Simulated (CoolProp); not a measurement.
A Linde-Hampson liquefier for CF4 (R14): isothermal reversible compression at 280 K from 1 atm to 25 MPa, throttling to 1 atm, return gas leaving the recuperator 0 K below the feed. Each further row changes one setting.

Model: reference Helmholtz-energy equation of state, Platzer 1990, in CoolProp. This equation is an older, rougher fit; its heat capacities, sound speeds and derivatives of the liquid may be far off and weren't checked against measurements.

```
case                        liquid yield per pass  compression work (kJ/kg of gas)
--------------------------  ---------------------  -------------------------------
as stated                                       ?                              126
high pressure 50 MPa                            ?                                ?
warm-end temperature 310 K                      ?                                ?
warm-end gap 5 K                                ?                              126
```

**Question.** What belongs in the gaps?

**Answer.** 
- as stated, liquid yield per pass: 0.341
- high pressure 50 MPa, liquid yield per pass: 0.334
- high pressure 50 MPa, compression work (kJ/kg of gas): 148
- warm-end temperature 310 K, liquid yield per pass: 0.263
- warm-end temperature 310 K, compression work (kJ/kg of gas): 147
- warm-end gap 5 K, liquid yield per pass: 0.330
